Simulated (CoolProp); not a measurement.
Properties of tetrahydrofuran at several states (Tc = 540.2 K, pc = 53.04 bar, ω = 0.234).

Model: reference Helmholtz-energy equation of state, Fiedler 2023, in CoolProp.

| T (K) | p (bar) | phase | Z | speed of sound (m/s) | isothermal compressibility (1/MPa) |
|---|---|---|---|---|---|
| 471.9 | 16.4 | gas | 0.8052 | 198.1 | 0.7957 |
| 470 | 7.98 | gas | 0.9140 | 222.5 | 1.382 |
| 500 | 111 | liquid | 0.2986 | 544.3 | 0.007171 |
